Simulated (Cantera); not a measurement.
Stirred combustor or abatement burner

A perfectly stirred reactor is fed with 8.69 % CO, 13.0 % H2, 16.4 % O2, 61.9 % N2, equivalence ratio 0.66, at 101000 Pa; it is adiabatic with a 598 K inlet, and is followed from long to short residence time, starting on the burning branch (τ in s: 0.18, 0.074, 0.03, 0.013, 0.0052, 0.0021, 0.00087, 0.00036, 0.00015, 6.1e-05, 2.5e-05, 1e-05, 4.2e-06).

Detailed kinetics in Cantera: GRI-Mech 3.0 (53 species, 325 reactions).

```
τ (s)    T (K)     x CO      x H2    x O2    x HO2       x O       x H
-------  -----  -------  --------  ------  -------  --------  --------
0.18      2205  0.00271  0.000766  0.0609  2.88e-6  0.000770  0.000180
0.074     2203  0.00309  0.000869  0.0616  2.94e-6  0.000879  0.000217
0.030     2193  0.00394   0.00110  0.0623  3.04e-6   0.00112  0.000312
0.013     2172  0.00548   0.00155  0.0630  3.36e-6   0.00159  0.000530
0.0052    2130  0.00839   0.00245  0.0641  4.37e-6   0.00257   0.00110
0.0021    2065   0.0126   0.00387  0.0658  6.68e-6   0.00421   0.00234
0.00087   1977   0.0176   0.00575  0.0680  1.08e-5   0.00654   0.00468
0.00036   1863   0.0233   0.00804  0.0709  1.71e-5   0.00950   0.00869
0.00015   1721   0.0305    0.0105  0.0752  2.58e-5    0.0124    0.0144
6.1e-5    1538   0.0438    0.0141  0.0843  4.02e-5    0.0135    0.0203
2.5e-5    1245   0.0713    0.0371   0.112  8.12e-5   0.00671    0.0171
1.0e-5     598   0.0869     0.130   0.164   <1e-12    <1e-12    <1e-12
4.2e-6     598   0.0869     0.130   0.164   <1e-12    <1e-12    <1e-12
```
x: mole fraction; the columns are a selection and need not sum to one.
